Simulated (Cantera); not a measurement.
Charge: 1 mol FeS, 2.3 mol H₂, equilibrated at 1550 K and 0.000170 bar.

These are equilibrium values from Cantera (NASA tables, ideal gas, pure condensed phases), not measurements of a reactor. Candidate condensed phases: Fe, FeS, FeS₂, S; 8 gas species. Kinetics and transport are ignored.

Base state: H₂ 0.806, S₂ 0.168, H₂S 0.0124, SH 0.00722, Fe 0.00247, S 0.00224, H 0.00217 (mole fractions); condensed: Fe(γ).

Q: What changes in the equilibrium state with this change: H₂ from 2.3 to 1500 mol?

A: 
| species | before | after |
|---|---|---|
| H₂ | 0.806 | 0.996 |
| H | 0.00217 | 0.00241 |
| Fe | 0.00247 | 0.000665 |
| S₂ | 0.168 | 7.06e-5 |
| H₂S | 0.0124 | 0.000314 |
| S | 0.00224 | 4.60e-5 |
| SH | 0.00722 | 0.000165 |
| Fe(γ), mol | 0.993 | 0 |

Q: What changes in the equilibrium state with this change: temperature from 1550 K to 948.15 K?

A: 
```csv
species,before,after
H₂,0.806,0.999
H₂S,0.0124,0.000715
SH,0.00722,1.12e-7
S₂,0.168,5.01e-8
Fe,0.00247,<1e-9
S,0.00224,<1e-9
H,0.00217,4.04e-8
"Fe(γ), mol",0.993,0
"Fe(α), mol",0,0.00165
"FeS(s), mol",0,0.998
```
FeS: taken at fixed stoichiometry.
